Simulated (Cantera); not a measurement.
An adiabatic, constant-volume homogeneous reactor starts with 10.1 % CH4, 10.0 % CO, 16.8 % O2, 63.1 % N2, equivalence ratio 1.5, at 1800 K and 750 Torr.

Cantera simulation using GRI-Mech 3.0 (53 species, 325 reactions); the numbers are that mechanism's predictions, not measurements. Above 3000 K some thermodynamic fits are extrapolated.

x: mole fraction; the columns are a selection and need not sum to one.

| t (s) | T (K) | P (bar) | x CH4 | x CO | x O2 | x O | x H2 | x HO2 |
|---|---|---|---|---|---|---|---|---|
| 5.00e-6 | 1800 | 1.000 | 0.101 | 0.1000 | 0.168 | 5.39e-7 | 1.74e-5 | [?] |
| 1.32e-5 | 1799 | 1.000 | 0.101 | 0.1000 | 0.168 | 8.77e-7 | 5.41e-5 | [?] |
| 3.49e-5 | 1799 | 1.000 | 0.0999 | 0.0999 | 0.167 | 2.31e-6 | 0.000241 | [?] |
| 9.20e-5 | 1846 | 1.03 | 0.0861 | 0.102 | 0.159 | 2.69e-5 | 0.00590 | [?] |
| 0.000243 | 3012 | 1.81 | <1e-12 | 0.138 | 0.00846 | 0.00821 | 0.0451 | [?] |
| 0.000642 | 3005 | 1.80 | <1e-12 | 0.138 | 0.00762 | 0.00754 | 0.0459 | 4.46e-6 |
| 0.00169 | 3004 | 1.80 | <1e-12 | 0.138 | 0.00752 | 0.00747 | 0.0460 | 4.41e-6 |
| 0.00447 | 3004 | 1.80 | <1e-12 | 0.138 | 0.00752 | 0.00747 | 0.0460 | 4.41e-6 |
| 0.0118 | 3004 | 1.80 | <1e-12 | 0.138 | 0.00752 | 0.00747 | 0.0460 | 4.41e-6 |
| 0.0312 | 3004 | 1.80 | <1e-12 | 0.138 | 0.00752 | 0.00747 | 0.0460 | 4.41e-6 |
| 0.0823 | 3004 | 1.80 | <1e-12 | 0.138 | 0.00752 | 0.00747 | 0.0460 | 4.41e-6 |
| 0.217 | 3004 | 1.80 | <1e-12 | 0.138 | 0.00752 | 0.00747 | 0.0460 | 4.41e-6 |
| 0.574 | 3004 | 1.80 | <1e-12 | 0.138 | 0.00752 | 0.00747 | 0.0460 | 4.41e-6 |
| 1.51 | 3004 | 1.80 | <1e-12 | 0.138 | 0.00752 | 0.00747 | 0.0460 | 4.41e-6 |
| 4.00 | 3004 | 1.80 | <1e-12 | 0.138 | 0.00752 | 0.00747 | 0.0460 | 4.41e-6 |

**Question.** Complete the blanks.

**Answer.** 
- 5.00e-6, x HO2: 4.60e-6
- 1.32e-5, x HO2: 8.03e-6
- 3.49e-5, x HO2: 1.62e-5
- 9.20e-5, x HO2: 0.000150
- 0.000243, x HO2: 4.88e-6
